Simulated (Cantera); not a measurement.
Feed: 1 mol SiCl4, 3.1 mol N2O, 76 mol N2, at 1.00 bar.

Equilibrium computed with Cantera from the NASA thermochemical tables; the gas is ideal and each condensed phase is pure. Candidate condensed phases: Si, SiO2, Si2N2O, Si3N4; 23 gas species. The tables hold silica as quartz up to 1696 K and as liquid above; real silica turns to tridymite and cristobalite and melts near 1996 K. The numbers say what is thermodynamically allowed, not how fast it happens.

**Question.** At 1027 °C, list the 5 most abundant gas species with their mole fractions, and the condensed phases.

**Answer.** N2 0.968, Cl2 0.0235, O2 0.00669, Cl 0.00190, NO 7.83e-5. Condensed: SiO2(β-quartz).
